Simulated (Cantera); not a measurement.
Feed: 1 mol B2O3, 0.71 mol NF3, 1.5 mol H2, 7.8 mol F2, at 1625 K and 2.80 mbar.

Method: chemical equilibrium by Gibbs-energy minimisation in Cantera with the NASA 1993 tables (ideal gas, pure condensed phases). Candidate condensed phases: B, BN, B2O3, B3O3H3, H2O; 62 gas species. Kinetics and transport are ignored.

Base state: F 0.560, HF 0.192, BF3 0.128, O2 0.0961, N2 0.0227, NO 0.000247, O 0.000114, F2 4.21e-5 (mole fractions); condensed: gas only.

**Question.** What changes in the equilibrium state with this change: B2O3 replaced by CuO?

**Answer.** 
```
species    before     after
-------  --------  --------
F           0.560     0.724
HF          0.192     0.170
CuF2            0    0.0556
BF3         0.128         0
O2         0.0961    0.0283
N2         0.0227    0.0201
CuF             0   0.00121
NO       0.000247  0.000126
O        0.000114   6.19e-5
```
Further candidate phases: Cu, CuF2, CuO, Cu(OH)2, Cu2O.
